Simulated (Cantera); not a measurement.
What does this Cantera script print?

```python
import numpy as np
import cantera as ct

gas_names = """
    CL CL2 H HCL H2 Si SiCL SiCL2 SiCL3 SiCL4 SiH SiHCL3 SiH2 SiH2CL2 SiH3 SiH3CL SiH4 Si2 Si3
""".split()
cond_names = """
    Si(cr) Si(L)
""".split()


# ... load() reads the species with a 1 bar reference pressure and builds the phases ...
atoms = {
    'SiCl4': {'Si': 1, 'CL': 4},
    'Cl2': {'CL': 2},
    'H2': {'H': 2},
}
top_T = {}  # K; cautious upper limits of use, not melting points


# ... equilibrate(T, P, feed) seeds the gas with the atoms and calls Mixture.equilibrate('TP', solver="vcs", rtol=1e-11, max_steps=5000) ...
results = []
feed = {'SiCl4': 1, 'Cl2': 0.74, 'H2': 8.9}  # mol
P = 10000  # Pa
for T in [1175, 1225, 1275, 1325, 1375, 1425, 1475, 1525, 1575, 1625]:
    mix = equilibrate(T, P, feed)
    results.append((T, P, feed, dict(zip(mix.species_names, mix.species_moles))))

top = {s: max(r[3][s] / sum(r[3][g] for g in gas_names) for r in results) for s in gas_names}
cols = sorted((s for s in top if top[s] > 0.001), key=lambda s: -top[s])[:5]
seen = [c for c in cond_names if any(r[3].get(c, 0) > 1e-12 for r in results)]
print("log10 of partial pressures in bar; condensed amounts in mol")
print(f"{'T/K':>10s}" + "".join(f"{s[:9]:>10s}" for s in cols + seen))
for T, P, feed, n in results:
    ng = sum(n[g] for g in gas_names)
    print(f"{T:10.4g}" + "".join(f"{np.log10(max(n[s] / ng * P / 1e5, 1e-99)):10.3f}" for s in cols)
          + "".join(f"{n.get(c, 0):10.4g}" for c in seen))
```

Output:

```
log10 of partial pressures in bar; condensed amounts in mol
       T/K        H2       HCL     SiCL4     SiCL2     SiCL3
      1175    -1.124    -1.809    -2.103    -3.736    -3.414
      1225    -1.130    -1.782    -2.147    -3.301    -3.173
      1275    -1.138    -1.746    -2.215    -2.957    -2.992
      1325    -1.149    -1.702    -2.312    -2.697    -2.872
      1375    -1.161    -1.659    -2.443    -2.506    -2.806
      1425    -1.173    -1.621    -2.609    -2.370    -2.787
      1475    -1.184    -1.591    -2.806    -2.275    -2.807
      1525    -1.192    -1.570    -3.029    -2.210    -2.856
      1575    -1.198    -1.555    -3.268    -2.167    -2.926
      1625    -1.202    -1.546    -3.512    -2.139    -3.009
```

Equilibrium computed with Cantera from the NASA thermochemical tables; the gas is ideal and each condensed phase is pure. The tables' values for SiCl3 are old estimates; treat these amounts as uncertain.
